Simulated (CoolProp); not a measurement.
n-undecane at 284.2 K and 15.1 MPa is throttled through a valve to 9.37 MPa with no heat exchange. Each further row changes one setting.

Values from CoolProp's reference Helmholtz-energy equation of state, Aleksandrov 2011. It is a short technical equation, of lower accuracy than the large ones.

```tsv
case	temperature change (K)	final density (kg/m³)
as stated	+2.5	752
outlet pressure 2.81 MPa	+5.4	745
outlet pressure 12.2 MPa	+1.3	754
```
